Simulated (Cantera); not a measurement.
**Stirred combustor or abatement burner**

A perfectly stirred reactor is fed with CH4 : C2H6 : C3H8 : O2 : N2 = 1 : 0.13 : 0.046 : 2.24 : 8.41 (molar parts), at 1.00 atm; it is adiabatic with a 800 K inlet, and is followed from long to short residence time, starting on the burning branch (τ in s: 0.47, 0.13, 0.034, 0.0091, 0.0024, 0.00065, 0.00017, 4.7e-05, 1.2e-05).

Cantera simulation using GRI-Mech 3.0 (53 species, 325 reactions); the numbers are that mechanism's predictions, not measurements.

```tsv
τ (s)	T (K)	x CH4	x C2H6	x C3H8	x HCO	x C2H2
0.47	2457	3.81e-7	3.49e-9	1.48e-9	3.23e-8	5.46e-8
0.13	2454	1.30e-6	1.26e-8	5.26e-9	4.85e-8	1.84e-7
0.034	2444	4.22e-6	4.72e-8	1.89e-8	1.10e-7	5.76e-7
0.0091	2418	1.16e-5	1.70e-7	6.21e-8	3.23e-7	1.42e-6
0.0024	2367	3.03e-5	6.08e-7	1.94e-7	1.06e-6	2.96e-6
0.00065	2297	8.30e-5	2.10e-6	5.99e-7	3.49e-6	6.08e-6
0.00017	2218	0.000280	8.00e-6	2.13e-6	1.24e-5	1.69e-5
4.7e-5	2114	0.00133	3.97e-5	1.01e-5	4.62e-5	9.77e-5
1.2e-5	800	0.0846	0.0110	0.00389	<1e-12	<1e-12
```
x: mole fraction; the columns are a selection and need not sum to one.
